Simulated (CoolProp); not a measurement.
Vapour-liquid equilibrium of carbon dioxide (1) + propane (2) at 232.3 K; x and y are mole fractions of (1).

Model: multi-fluid Helmholtz-energy mixture model, Span 1996 and Lemmon 2009; pair parameters Kunz 2012, in CoolProp.

| x | bubble pressure (MPa) | y at the bubble point | dew pressure at overall composition x (MPa) | liquid density (mol/L) |
|---|---|---|---|---|
| 0.05 | 0.1997 | 0.475 | 0.1126 | 13.42 |
| 0.2 | 0.4669 | 0.795 | 0.1332 | 14.35 |
| 0.35 | 0.6616 | 0.868 | 0.1629 | 15.43 |
| 0.5 | 0.7728 | 0.897 | 0.2091 | 16.73 |
| 0.65 | 0.8354 | 0.914 | 0.2913 | 18.41 |
| 0.8 | 0.8878 | 0.933 | 0.4776 | 20.70 |
| 0.95 | 0.9511 | 0.974 | 0.9198 | 24.01 |

No azeotrope shows between x = 0.05 and 0.95.

Pair parameters are fitted to limited data, so mixtures are less certain than the pure fluids. With so large a gap from Raoult's law the liquid may split in two, which this calculation doesn't test in full.
